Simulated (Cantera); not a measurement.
Mixture: CO : H2 : CH4 : O2 : N2 = 1 : 0.034 : 0.6 : 3.65 : 13.7 (molar parts), equivalence ratio 0.47, at 690000 Pa, adiabatic and at constant pressure. Ignition delay is the time to a rise of 400 K.

Detailed kinetics in Cantera: GRI-Mech 3.0 (53 species, 325 reactions).

### Question
What does this change do: constant volume in place of constant pressure?

### Answer
```csv
quantity,before,after
delay at 1250 K,1.58 ms,1.51 ms
delay at 1325 K,0.677 ms,0.647 ms
delay at 1400 K,0.314 ms,0.300 ms
delay at 1475 K,0.158 ms,0.150 ms
delay at 1550 K,85.3 µs,81.2 µs
delay at 1625 K,49.4 µs,46.9 µs
apparent activation energy between 1475 and 1625 K,150 kJ/mol,150 kJ/mol
```

### Question
What does this change do: pressure from 690000 Pa to 1000000 Pa?

### Answer
| quantity | before | after |
|---|---|---|
| delay at 1250 K | 1.58 ms | 1.21 ms |
| delay at 1325 K | 0.677 ms | 0.515 ms |
| delay at 1400 K | 0.314 ms | 0.239 ms |
| delay at 1475 K | 0.158 ms | 0.120 ms |
| delay at 1550 K | 85.3 µs | 64.7 µs |
| delay at 1625 K | 49.4 µs | 37.2 µs |
| apparent activation energy between 1475 and 1625 K | 150 kJ/mol | 160 kJ/mol |
